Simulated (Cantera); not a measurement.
An isothermal, constant-pressure homogeneous reactor starts with 28.1 % H2, 71.9 % O2, equivalence ratio 0.20, at 975 K and 10.00 Torr.

Detailed kinetics in Cantera: GRI-Mech 3.0 (53 species, 325 reactions). Radical loss at walls, strong at low pressure, is not modelled. The temperature is held fixed by assumption; the heat of reaction is taken as removed at once.

x: mole fraction; the columns are a selection and need not sum to one.

| t (s) | x H2 | x O2 | x H2O2 | x H2O | x H | x O | x OH |
|---|---|---|---|---|---|---|---|
| 0.000700 | 0.281 | 0.719 | <1e-12 | 5.15e-9 | 4.28e-9 | 1.48e-9 | 5.34e-10 |
| 0.00305 | 0.279 | 0.719 | 4.50e-9 | 0.000912 | 0.000661 | 0.000231 | 8.37e-5 |
| 0.0133 | 0.00455 | 0.665 | 7.64e-7 | 0.312 | 0.00802 | 0.00725 | 0.00247 |
| 0.0577 | 0.000139 | 0.673 | 4.48e-7 | 0.326 | 1.89e-5 | 0.000157 | 0.000268 |
| 0.251 | ___ | 0.674 | ___ | 0.326 | ___ | ___ | ___ |
| 1.09 | 3.94e-7 | 0.674 | 3.54e-8 | 0.326 | 9.94e-9 | 1.03e-6 | 2.25e-5 |
| 4.75 | 5.07e-8 | 0.674 | 1.01e-8 | 0.326 | 6.69e-10 | 1.73e-7 | 9.14e-6 |
| 20.7 | ___ | 0.674 | ___ | 0.326 | 5.84e-11 | ___ | ___ |
| 90.0 | 1.87e-9 | 0.674 | 7.17e-10 | 0.326 | 5.71e-12 | 7.24e-9 | 1.86e-6 |

What belongs in the gaps?


- 0.251, x H2: 6.27e-6
- 0.251, x H2O2: 1.30e-7
- 0.251, x H: 2.68e-7
- 0.251, x O: 9.15e-6
- 0.251, x OH: 6.65e-5
- 20.7, x H2: 9.16e-9
- 20.7, x H2O2: 2.78e-9
- 20.7, x O: 3.41e-8
- 20.7, x OH: 4.05e-6
